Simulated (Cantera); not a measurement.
Input: 1 mol CaCl2, 12 mol H2O, 15 mol N2, at 1477 °C and 0.133 bar.

Method: chemical equilibrium by Gibbs-energy minimisation in Cantera with the NASA 1993 tables (ideal gas, pure condensed phases). Candidate condensed phases: Ca, CaCl2, CaO, Ca(OH)2, H2O, NH4Cl; 36 gas species. Condensed phases not in the tables: oxide chlorides. Equilibrium is a limit: real reactors are often held back by kinetics, nucleation or transport.

Q: What is the equilibrium state?

A: 
```
Quantity                                 Value
-----------------------------------  ---------
x(N2)                                    0.535
x(H2O)                                   0.396
x(HCl)                                  0.0600
x(CaCl2)                               0.00533
x(H2)                                  0.00165
x(Cl)                                 0.000726
x(O2)                                 0.000484
x(OH)                                 0.000365
x(NO)                                 0.000138
n(CaO(s))                            0.851 mol
gas amount                           28.03 mol
log10 activity of CaCl2(l) (absent)      -1.63
log10 activity of Ca(l) (absent)        -11.27
```
